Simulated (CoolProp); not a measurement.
Vapour-liquid equilibrium of o-xylene (1) + n-decane (2) at 1.12 MPa; x and y are mole fractions of (1).

Model: multi-fluid Helmholtz-energy mixture model, Zhou 2012 and Lemmon 2006; pair parameters Bell 2016, in CoolProp.

```json
[
 {"x": "0.05", "bubble temperature (K)": "571.0", "y at the bubble point": "0.064", "dew temperature at overall composition x (K)": "571.4", "liquid density (mol/L)": "3.254"},
 {"x": "0.15", "bubble temperature (K)": "567.4", "y at the bubble point": "0.190", "dew temperature at overall composition x (K)": "568.6", "liquid density (mol/L)": "3.455"},
 {"x": "0.25", "bubble temperature (K)": "563.8", "y at the bubble point": "0.311", "dew temperature at overall composition x (K)": "565.6", "liquid density (mol/L)": "(withheld)"},
 {"x": "0.35", "bubble temperature (K)": "560.2", "y at the bubble point": "0.425", "dew temperature at overall composition x (K)": "562.6", "liquid density (mol/L)": "3.899"},
 {"x": "0.45", "bubble temperature (K)": "556.6", "y at the bubble point": "0.533", "dew temperature at overall composition x (K)": "559.4", "liquid density (mol/L)": "4.145"},
 {"x": "0.55", "bubble temperature (K)": "553.1", "y at the bubble point": "0.633", "dew temperature at overall composition x (K)": "556.0", "liquid density (mol/L)": "4.411"},
 {"x": "0.65", "bubble temperature (K)": "549.7", "y at the bubble point": "0.726", "dew temperature at overall composition x (K)": "552.5", "liquid density (mol/L)": "4.697"},
 {"x": "0.75", "bubble temperature (K)": "546.4", "y at the bubble point": "0.813", "dew temperature at overall composition x (K)": "548.8", "liquid density (mol/L)": "5.008"},
 {"x": "0.85", "bubble temperature (K)": "(withheld)", "y at the bubble point": "0.892", "dew temperature at overall composition x (K)": "544.9", "liquid density (mol/L)": "5.347"},
 {"x": "0.95", "bubble temperature (K)": "540.1", "y at the bubble point": "(withheld)", "dew temperature at overall composition x (K)": "540.7", "liquid density (mol/L)": "5.718"}
]
```

**Question.** Fill in the missing entries.

**Answer.** 
- 0.25, liquid density (mol/L): 3.670
- 0.85, bubble temperature (K): 543.2
- 0.95, y at the bubble point: 0.966

No azeotrope shows between x = 0.05 and 0.95.

The pair parameters rest on a limited set of measurements; away from them the model extrapolates.
